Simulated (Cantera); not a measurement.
Charge: 1 mol CaCO3, 6.4 mol CO2, 2.4 mol H2, equilibrated at 10.0 Pa.

Equilibrium computed with Cantera from the NASA thermochemical tables; the gas is ideal and each condensed phase is pure. Candidate condensed phases: C, C6H6, C7H8, C8H18, Ca, CaCO3, CaO, Ca(OH)2, H2O; 115 gas species. The numbers say what is thermodynamically allowed, not how fast it happens. All values below are at 1323 K.

Base state: CO2 0.551, CO 0.204, H2O 0.204, H2 0.0408, H 3.20e-5 (mole fractions); condensed: CaO(s).

Question: What changes in the equilibrium state with this change: CaCO3 replaced by Ca(OH)2?

Answer: 
```tsv
species	before	after
CO2	0.551	0.469
H2O	0.204	0.286
CO	0.204	0.184
H2	0.0408	0.0606
H	3.20e-5	3.91e-5
CaO(s), mol	1.00	1.00
```
